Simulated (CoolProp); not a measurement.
Values from CoolProp's reference Helmholtz-energy equation of state, Lemmon 2006. It is a short technical equation, of lower accuracy than the large ones.

### Question
Give the vapour pressure (kPa), vapour density (kg/m³), surface tension (mN/m), liquid viscosity (µPa s) of saturated C2F6 (R116) at 196.6 K.

### Answer
| T (K) | p (kPa) | vapour density (kg/m³) | surface tension (mN/m) | liquid viscosity (µPa s) |
|---|---|---|---|---|
| 196.6 | 110 | 9.75 | 10.8 | 411 |

Viscosity comes from a separate model (Huber 2003), an estimate that may be off by 10 % or more. Surface tension comes from a separate correlation (Mulero 2012).
